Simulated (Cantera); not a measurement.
A jet of H2 : O2 : N2 = 0.012 : 0.059 : 0.79 (molar parts), equivalence ratio 0.10 at 300 K and 0.290 bar hits a platinum plate 6.5 cm away at a mass flux of 0.056 kg/m²/s; the plate temperature is set and raised in steps from an oxygen-covered start.

Computed with Cantera and Deutschmann's 1995 Pt surface mechanism with GRI-Mech 3.0 gas chemistry. Catalytic surfaces can have several steady states; this one follows from the mechanism file's or the stated starting coverage.

x: mole fraction at the wall; θ: surface coverage.

| plate T (K) | wall x H2 | wall x O2 | wall x H2O | wall x OH | θ free Pt | θ O* | θ OH* |
|---|---|---|---|---|---|---|---|
| 600 | 0.000819 | 0.0544 | 0.0256 | <1e-8 | 0.0248 | 0.969 | [?] |
| 650 | 0.000800 | 0.0544 | 0.0254 | <1e-8 | 0.0266 | 0.970 | [?] |
| 700 | 0.000702 | 0.0544 | 0.0255 | <1e-8 | 0.0317 | 0.965 | [?] |
| 750 | 0.000498 | 0.0542 | 0.0257 | <1e-8 | 0.0475 | 0.950 | 0.00261 |
| 800 | 0.000317 | 0.0540 | 0.0259 | <1e-8 | 0.0784 | 0.919 | 0.00249 |
| 850 | 0.000208 | 0.0539 | 0.0260 | <1e-8 | 0.123 | 0.875 | 0.00237 |
| 900 | 0.000151 | 0.0539 | 0.0261 | 2.10e-8 | 0.177 | 0.821 | 0.00220 |

Question: Fill in the missing entries.

Answer: 
- 600, θ OH*: 0.00579
- 650, θ OH*: 0.00392
- 700, θ OH*: 0.00296
